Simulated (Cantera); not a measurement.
Cantera run:

```python
import numpy as np
import cantera as ct

gas_names = """
    O O2 O3 S SO SO2 SO3 S2 S2O S8
""".split()
cond_names = """
    S(cr1) S(cr2) S(L)
""".split()


# ... load() reads the species with a 1 bar reference pressure and builds the phases ...
atoms = {
    'S': {'S': 1},
    'O2': {'O': 2},
}
top_T = {}  # K; cautious upper limits of use, not melting points


# ... equilibrate(T, P, feed) seeds the gas with the atoms and calls Mixture.equilibrate('TP', solver="vcs", rtol=1e-11, max_steps=5000) ...
results = []
feed = {'S': 1, 'O2': 3.9}  # mol
T = 1050  # K
for P in [10, 120, 1400, 17000, 210000, 2500000, 30000000]:
    mix = equilibrate(T, P, feed)
    results.append((T, P, feed, dict(zip(mix.species_names, mix.species_moles))))

top = {s: max(r[3][s] / sum(r[3][g] for g in gas_names) for r in results) for s in gas_names}
cols = sorted((s for s in top if top[s] > 0.0001), key=lambda s: -top[s])[:5]
seen = [c for c in cond_names if any(r[3].get(c, 0) > 1e-12 for r in results)]
print("log10 of partial pressures in bar; condensed amounts in mol")
print(f"{'P/Pa':>10s}" + "".join(f"{s[:9]:>10s}" for s in cols + seen))
for T, P, feed, n in results:
    ng = sum(n[g] for g in gas_names)
    print(f"{P:10.4g}" + "".join(f"{np.log10(max(n[s] / ng * P / 1e5, 1e-99)):10.3f}" for s in cols)
          + "".join(f"{n.get(c, 0):10.4g}" for c in seen))
```

Output:

```
log10 of partial pressures in bar; condensed amounts in mol
      P/Pa        O2       SO3       SO2
        10    -4.129    -6.645    -4.594
       120    -3.050    -5.034    -3.523
      1400    -1.984    -3.461    -2.483
   1.7e+04    -0.904    -1.918    -1.481
   2.1e+05     0.182    -0.488    -0.593
   2.5e+06     1.251     0.765     0.125
     3e+07     2.327     1.914     0.736
```

These are equilibrium values from Cantera (NASA tables, ideal gas, pure condensed phases), not measurements of a reactor. The ideal-gas law is rough above about 30 bar.
